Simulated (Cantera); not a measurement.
Mixture: CH₄ : CO : O₂ : N₂ = 1 : 0.13 : 1.29 : 5.03 (molar parts), at 280000 Pa, adiabatic and at constant volume. Ignition delay is the time to a rise of 400 K.

Computed with Cantera and GRI-Mech 3.0 (53 species, 325 reactions).

Task: What does this change do: 0.27 parts C2H6 added?

Result: 
| quantity | before | after |
|---|---|---|
| delay at 1025 K | 0.419 s | 26.2 ms |
| delay at 1225 K | 18.7 ms | 0.988 ms |
| delay at 1425 K | 1.51 ms | 0.137 ms |
| delay at 1625 K | 0.191 ms | 32.0 µs |
| apparent activation energy between 1525 and 1725 K | 200 kJ/mol | 140 kJ/mol |
